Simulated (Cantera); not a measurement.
Input: 1 mol H2O, a varied amount of O2, 0.28 mol H2, at 2302 °C and 0.940 bar.

Cantera equilibrium calculation (NASA polynomials, part measured and part estimated; ideal gas, pure solids and liquids). Candidate condensed phases: H2O; 9 gas species. Rates play no part.

Task: At 0.41 mol O2, list the 6 most abundant gas species with their mole fractions, and the condensed phases.

Result: H2O 0.760, O2 0.162, OH 0.0477, H2 0.0165, O 0.00863, H 0.00458. Condensed: gas only.
